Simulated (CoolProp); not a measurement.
Vapour-liquid equilibrium of benzene (1) + cyclohexane (2) at 413.5 K; x and y are mole fractions of (1).

Values from CoolProp's multi-fluid Helmholtz-energy mixture model, Thol 2012 and Zhou 2014; pair parameters Bell 2016.

| x | bubble pressure (bar) | y at the bubble point | dew pressure at overall composition x (bar) | liquid density (mol/L) |
|---|---|---|---|---|
| 0.05 | 4.616 | 0.064 | 4.599 | 7.848 |
| 0.2 | 4.811 | 0.234 | 4.775 | 8.049 |
| 0.35 | 4.943 | 0.381 | 4.919 | 8.269 |
| 0.5 | 5.014 | 0.514 | 5.009 | 8.509 |
| 0.65 | 5.026 | 0.644 | 5.025 | 8.774 |
| 0.8 | 4.971 | 0.780 | 4.957 | 9.064 |
| 0.95 | 4.831 | 0.939 | 4.819 | 9.383 |

y crosses x between x = 0.5 and 0.65: the model has an azeotrope there.

The pair parameters rest on a limited set of measurements; away from them the model extrapolates.
